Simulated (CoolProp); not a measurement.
Saturation properties of tetrahydrofuran (Tc = 540.2 K, pc = 5.304 MPa, ω = 0.234).

Values from CoolProp's reference Helmholtz-energy equation of state, Fiedler 2023.

```json
[
 {"T (K)": "272.7", "p (MPa)": "0.006247", "liquid density (kg/m³)": "909.6", "vapour density (kg/m³)": "0.1993", "enthalpy of vaporisation (kJ/kg)": "463.5"},
 {"T (K)": "297.9", "p (MPa)": "0.02140", "liquid density (kg/m³)": "882.2", "vapour density (kg/m³)": "0.6283", "enthalpy of vaporisation (kJ/kg)": "445.9"},
 {"T (K)": "323.1", "p (MPa)": "0.05857", "liquid density (kg/m³)": "854.1", "vapour density (kg/m³)": "1.602", "enthalpy of vaporisation (kJ/kg)": "428.0"},
 {"T (K)": "348.3", "p (MPa)": "0.1354", "liquid density (kg/m³)": "824.9", "vapour density (kg/m³)": "3.493", "enthalpy of vaporisation (kJ/kg)": "409.4"},
 {"T (K)": "373.6", "p (MPa)": "0.2756", "liquid density (kg/m³)": "794.4", "vapour density (kg/m³)": "6.799", "enthalpy of vaporisation (kJ/kg)": "389.2"},
 {"T (K)": "398.8", "p (MPa)": "0.5057", "liquid density (kg/m³)": "762.1", "vapour density (kg/m³)": "12.11", "enthalpy of vaporisation (kJ/kg)": "367.1"},
 {"T (K)": "424", "p (MPa)": "0.8574", "liquid density (kg/m³)": "727.3", "vapour density (kg/m³)": "20.26", "enthalpy of vaporisation (kJ/kg)": "342.1"},
 {"T (K)": "449.2", "p (MPa)": "1.365", "liquid density (kg/m³)": "689.0", "vapour density (kg/m³)": "32.51", "enthalpy of vaporisation (kJ/kg)": "312.9"},
 {"T (K)": "474.4", "p (MPa)": "2.070", "liquid density (kg/m³)": "644.9", "vapour density (kg/m³)": "51.07", "enthalpy of vaporisation (kJ/kg)": "277.5"},
 {"T (K)": "499.7", "p (MPa)": "3.024", "liquid density (kg/m³)": "589.8", "vapour density (kg/m³)": "81.15", "enthalpy of vaporisation (kJ/kg)": "231.0"},
 {"T (K)": "524.9", "p (MPa)": "4.299", "liquid density (kg/m³)": "506.1", "vapour density (kg/m³)": "141.2", "enthalpy of vaporisation (kJ/kg)": "157.5"}
]
```

It boils at 339.1 K under 1 atm.
